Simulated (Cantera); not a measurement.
# Premixed flame

A freely propagating, adiabatic, planar premixed flame of 2.79 % CH₄, 0.220 % C₂H₆, 2.01 % C₃H₈, 20.0 % O₂, 75.0 % N₂, unburnt at 550 K and 9.87 atm; mixture-averaged transport, grid criteria slope 0.08 and curve 0.16, no radiation.

Computed with Cantera and GRI-Mech 3.0 (53 species, 325 reactions). GRI-Mech 3.0 was tuned for natural gas; its chemistry of propane as a main component is partial and can be far from experiment. Burning velocities carry a grid error of a few per cent, more on coarse grids.

```json
[
 {"z (mm)": "-0.177", "T (K)": "551", "u (m/s)": "0.488", "x CH₄": "0.0278", "x C₂H₆": "0.00220", "x C₃H₈": "0.0201", "x C₂H": "<1e-8", "x N₂O": "<1e-8", "x H₂O": "0.000126"},
 {"z (mm)": "-0.118", "T (K)": "556", "u (m/s)": "0.494", "x CH₄": "0.0277", "x C₂H₆": "0.00220", "x C₃H₈": "0.0200", "x C₂H": "<1e-8", "x N₂O": "<1e-8", "x H₂O": "0.00115"},
 {"z (mm)": "-0.0887", "T (K)": "572", "u (m/s)": "0.508", "x CH₄": "0.0273", "x C₂H₆": "0.00219", "x C₃H₈": "0.0200", "x C₂H": "<1e-8", "x N₂O": "<1e-8", "x H₂O": "0.00365"},
 {"z (mm)": "-0.0591", "T (K)": "651", "u (m/s)": "0.582", "x CH₄": "0.0255", "x C₂H₆": "0.00213", "x C₃H₈": "0.0195", "x C₂H": "<1e-8", "x N₂O": "1.97e-8", "x H₂O": "0.0141"},
 {"z (mm)": "-0.0296", "T (K)": "1023", "u (m/s)": "0.929", "x CH₄": "0.0182", "x C₂H₆": "0.00172", "x C₃H₈": "0.0141", "x C₂H": "<1e-8", "x N₂O": "1.58e-7", "x H₂O": "0.0524"},
 {"z (mm)": "-0.0148", "T (K)": "1400", "u (m/s)": "1.29", "x CH₄": "0.0108", "x C₂H₆": "0.00103", "x C₃H₈": "0.00527", "x C₂H": "<1e-8", "x N₂O": "3.68e-7", "x H₂O": "0.0859"},
 {"z (mm)": "0", "T (K)": "1788", "u (m/s)": "1.66", "x CH₄": "0.00284", "x C₂H₆": "8.51e-5", "x C₃H₈": "0.000127", "x C₂H": "3.71e-7", "x N₂O": "7.39e-7", "x H₂O": "0.117"},
 {"z (mm)": "0.0148", "T (K)": "1978", "u (m/s)": "1.83", "x CH₄": "0.000174", "x C₂H₆": "1.77e-7", "x C₃H₈": "3.31e-8", "x C₂H": "1.78e-7", "x N₂O": "1.23e-6", "x H₂O": "0.129"},
 {"z (mm)": "0.0296", "T (K)": "2064", "u (m/s)": "1.90", "x CH₄": "5.95e-6", "x C₂H₆": "<1e-8", "x C₃H₈": "<1e-8", "x C₂H": "<1e-8", "x N₂O": "1.57e-6", "x H₂O": "0.131"},
 {"z (mm)": "0.0591", "T (K)": "2152", "u (m/s)": "1.97", "x CH₄": "1.12e-8", "x C₂H₆": "<1e-8", "x C₃H₈": "<1e-8", "x C₂H": "<1e-8", "x N₂O": "1.79e-6", "x H₂O": "0.134"},
 {"z (mm)": "0.118", "T (K)": "2216", "u (m/s)": "2.02", "x CH₄": "<1e-8", "x C₂H₆": "<1e-8", "x C₃H₈": "<1e-8", "x C₂H": "<1e-8", "x N₂O": "1.61e-6", "x H₂O": "0.137"},
 {"z (mm)": "0.237", "T (K)": "2246", "u (m/s)": "2.04", "x CH₄": "<1e-8", "x C₂H₆": "<1e-8", "x C₃H₈": "<1e-8", "x C₂H": "<1e-8", "x N₂O": "1.13e-6", "x H₂O": "0.139"},
 {"z (mm)": "0.473", "T (K)": "2254", "u (m/s)": "2.05", "x CH₄": "<1e-8", "x C₂H₆": "<1e-8", "x C₃H₈": "<1e-8", "x C₂H": "<1e-8", "x N₂O": "9.31e-7", "x H₂O": "0.139"}
]
```
x: mole fraction of selected species; z is measured from the peak of heat release.

The laminar burning velocity is 48.8 cm/s and the thermal thickness comes out as 0.0591 mm. The peak x(C₂H) comes out as 4.99e-7. The grid points is 139.
